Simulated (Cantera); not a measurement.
Cantera run:

```python
import numpy as np
import cantera as ct

gas_names = [...]  # 113 gases of nasa_gas.yaml made of C, H, O, Ta
cond_names = """
    C(gr) C6H6(L) C7H8(L) C8H18(L),n-octa H2O(s) H2O(L) Ta(cr) Ta(L) TaC(s) TaC(L) Ta2O5(s) Ta2O5(L)
""".split()


# ... load() reads the species with a 1 bar reference pressure and builds the phases ...
atoms = {
    'Ta(OEt)5': {'Ta': 1, 'C': 10, 'H': 25, 'O': 5},
    'H2O': {'H': 2, 'O': 1},
    'H2': {'H': 2},
}
top_T = {'C(gr)': 4500}  # K; cautious upper limits of use, not melting points


# ... equilibrate(T, P, feed) seeds the gas with the atoms and calls Mixture.equilibrate('TP', solver="vcs", rtol=1e-11, max_steps=5000) ...
results = []
feed = {'Ta(OEt)5': 1, 'H2O': 4, 'H2': 31}  # mol
T = 1573.15  # K
P = 110000  # Pa
mix = equilibrate(T, P, feed)
results.append((T, P, feed, dict(zip(mix.species_names, mix.species_moles))))
print(gas.report(threshold=0.0001))
for i in range(1, mix.n_phases):
    print(f"{mix.phase(i).name:16s} {mix.phase_moles(i):12.5e} mol")
```

Output:

```
       temperature   1573.2 K
          pressure   1.1e+05 Pa
           density   0.051825 kg/m^3
  mean mol. weight   6.1625 kg/kmol
   phase of matter   gas

                          1 kg             1 kmol
                     ---------------   ---------------
          enthalpy        3.4807e+06         2.145e+07  J
   internal energy        1.3582e+06        8.3699e+06  J
           entropy             31565        1.9452e+05  J/K
    Gibbs function       -4.6175e+07       -2.8455e+08  J
 heat capacity c_p            5373.3             33113  J/K
 heat capacity c_v            4024.1             24798  J/K

                      mass frac. Y      mole frac. X     chem. pot. / RT
                     ---------------   ---------------   ---------------
               CH4         0.0012458        0.00047855           -41.012
                CO           0.72238           0.15893           -37.108
                H2           0.27482           0.84007           -18.822
               H2O         0.0013265        0.00045375            -52.56
     [ +109 minor]        0.00022855        6.7969e-05

C(gr)             0.00000e+00 mol
Ta(cr)            0.00000e+00 mol
TaC(s)            1.00000e+00 mol
Ta2O5(s)          0.00000e+00 mol
```

These are equilibrium values from Cantera (NASA tables, ideal gas, pure condensed phases), not measurements of a reactor. The feed counts by its element totals alone. TaC: taken at fixed stoichiometry. Condensed phases not in the tables: Ta2C.
